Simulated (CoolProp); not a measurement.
Vapour-liquid equilibrium of dimethyl ether (1) + n-pentane (2) at 270.2 K; x and y are mole fractions of (1).

Model: multi-fluid Helmholtz-energy mixture model, Wu 2011 and Thol 2019; pair parameters Bell 2016, in CoolProp.

| x | bubble pressure, mixture model (kPa) | bubble pressure, Raoult's law (kPa) | y, mixture model | y, Raoult's law |
|---|---|---|---|---|
| 0.05 | 28.56 | 32.29 | 0.290 | 0.372 |
| 0.125 | 44.53 | 48.70 | 0.585 | 0.616 |
| 0.2 | 65.62 | 65.11 | 0.747 | 0.738 |
| 0.275 | 89.65 | 81.52 | 0.835 | 0.810 |
| 0.35 | 114.1 | 97.94 | 0.885 | 0.858 |
| 0.425 | 136.7 | 114.3 | 0.915 | 0.893 |
| 0.5 | 156.4 | 130.8 | 0.934 | 0.918 |
| 0.575 | 172.7 | 147.2 | 0.946 | 0.938 |
| 0.65 | 186.0 | 163.6 | 0.956 | 0.954 |
| 0.725 | 197.3 | 180.0 | 0.964 | 0.967 |
| 0.8 | 207.8 | 196.4 | 0.971 | 0.978 |
| 0.875 | 218.5 | 212.8 | 0.979 | 0.987 |
| 0.95 | 230.7 | 229.2 | 0.990 | 0.995 |

The largest gap from Raoult's law is +19.6 % in bubble pressure, at x = 0.5. No azeotrope shows between x = 0.05 and 0.95.

Pair parameters are fitted to limited data, so mixtures are less certain than the pure fluids. The gap from Raoult's law changes sign with composition, which may be real or a fault of the pair parameters; it wasn't checked against measurements.
